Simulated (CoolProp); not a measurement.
Vapour-liquid equilibrium of ethanol (1) + p-xylene (2) at 341.5 K; x and y are mole fractions of (1).

Computed with CoolProp (multi-fluid Helmholtz-energy mixture model, Schroeder 2014 and Zhou 2012; pair parameters Bell 2016).

| x | bubble pressure (MPa) | y at the bubble point | dew pressure at overall composition x (MPa) | liquid density (mol/L) |
|---|---|---|---|---|
| 0.05 | 0.03036 | 0.686 | 0.01033 | 7.903 |
| 0.125 | 0.04649 | 0.803 | 0.01120 | 8.216 |
| 0.2 | 0.05335 | 0.833 | 0.01224 | 8.561 |
| 0.275 | 0.05596 | 0.843 | 0.01349 | 8.942 |
| 0.35 | 0.05678 | 0.847 | 0.01501 | 9.367 |
| 0.425 | 0.05706 | 0.848 | 0.01693 | 9.840 |
| 0.5 | 0.05737 | 0.850 | 0.01940 | 10.37 |
| 0.575 | 0.05799 | 0.854 | 0.02271 | 10.97 |
| 0.65 | 0.05901 | 0.862 | 0.02736 | 11.64 |
| 0.725 | 0.06042 | 0.877 | 0.03437 | 12.39 |
| 0.8 | 0.06213 | 0.899 | 0.04591 | 13.25 |
| 0.875 | 0.06401 | 0.930 | 0.06025 | 14.23 |
| 0.95 | 0.06593 | 0.969 | 0.06506 | 15.36 |

No azeotrope shows between x = 0.05 and 0.95.

The pair parameters rest on a limited set of measurements; away from them the model extrapolates. With so large a gap from Raoult's law the liquid may split in two, which this calculation doesn't test in full.
